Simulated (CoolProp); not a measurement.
A single-stage vapour-compression cycle with R22: evaporating at 285.15 K (dew point), condensing at 315.15 K (bubble point), superheat 5 K, subcooling 2 K, compressor efficiency 0.8, no pressure losses. Each further row changes one setting.

Computed with CoolProp (reference Helmholtz-energy equation of state, Kamei 1995).

```
case                              cooling COP  pressure ratio  discharge temperature (K)  refrigerating effect (kJ/kg)  volumetric capacity (kJ/m³)
--------------------------------  -----------  --------------  -------------------------  ----------------------------  ---------------------------
as stated                                6.47            2.23                      338.5                           164                         4860
evaporating temperature 290.15 K         8.04            1.93                      335.1                           165                         5670
condensing temperature 310.15 K          7.98            1.97                      330.8                           170                         5050
subcooling 7 K                           6.73            2.23                      338.5                           170                         5060
superheat 15 K                           6.42            2.23                      349.0                           171                         4830
compressor efficiency 0.7                5.66            2.23                      342.6                           164                         4860
```
